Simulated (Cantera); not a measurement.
**Hydrocarbon pyrolysis for carbon deposition**

An isothermal, constant-pressure homogeneous reactor starts with 1.55 % CH4, 98.4 % H2, at 1748 K and 0.0207 atm.

Detailed kinetics in Cantera: GRI-Mech 3.0 (53 species, 325 reactions). GRI-Mech 3.0 stops at C3 and has no aromatics, soot or wall deposition, so with more carbon than oxygen in the feed, carbon stays in small species such as C2H2 where larger ones or solid carbon would form. Radical loss at walls, strong at low pressure, is not modelled.

| t (s) | x CH4 | x H2 | x CH3 | x C2H6 | x C2H2 | x H | x C2H |
|---|---|---|---|---|---|---|---|
| 1.00e-5 | 0.0155 | 0.984 | 1.21e-7 | <1e-12 | <1e-12 | 1.51e-7 | <1e-12 |
| 3.80e-5 | 0.0155 | 0.984 | 3.71e-7 | <1e-12 | <1e-12 | 6.63e-7 | <1e-12 |
| 0.000144 | 0.0155 | 0.984 | 1.09e-6 | 1.96e-12 | <1e-12 | 2.84e-6 | <1e-12 |
| 0.000548 | 0.0155 | 0.984 | 3.75e-6 | 6.86e-11 | 1.51e-12 | 1.12e-5 | <1e-12 |
| 0.00208 | 0.0155 | 0.984 | 1.38e-5 | 1.85e-9 | 3.38e-10 | 4.28e-5 | <1e-12 |
| 0.00790 | 0.0154 | 0.984 | 5.17e-5 | 3.03e-8 | 9.45e-8 | 0.000162 | <1e-12 |
| 0.0300 | 0.0152 | 0.984 | 0.000184 | 2.89e-7 | 2.01e-5 | 0.000588 | 8.39e-11 |
| 0.114 | 0.0137 | 0.984 | 0.000365 | 7.36e-7 | 0.000672 | 0.00130 | 6.18e-9 |
| 0.433 | 0.00888 | 0.986 | 0.000259 | 3.48e-7 | 0.00311 | 0.00143 | 3.14e-8 |
| 1.64 | 0.00357 | 0.989 | 0.000110 | 6.05e-8 | 0.00581 | 0.00151 | 6.18e-8 |
| 6.24 | 0.00104 | 0.990 | 3.31e-5 | 5.38e-9 | 0.00709 | 0.00156 | 7.81e-8 |
| 23.7 | 0.000300 | 0.991 | 9.68e-6 | 5.18e-10 | 0.00747 | 0.00158 | 8.29e-8 |
| 90.0 | 0.000159 | 0.991 | 5.11e-6 | 1.95e-10 | 0.00754 | 0.00158 | 8.38e-8 |
x: mole fraction; the columns are a selection and need not sum to one.

Equilibrium at this temperature and pressure: CH4 0.000154, H2 0.991, CH3 4.98e-6, C2H6 1.88e-10, C2H2 0.00754, H 0.00158, C2H 8.39e-8 (gas phase only).
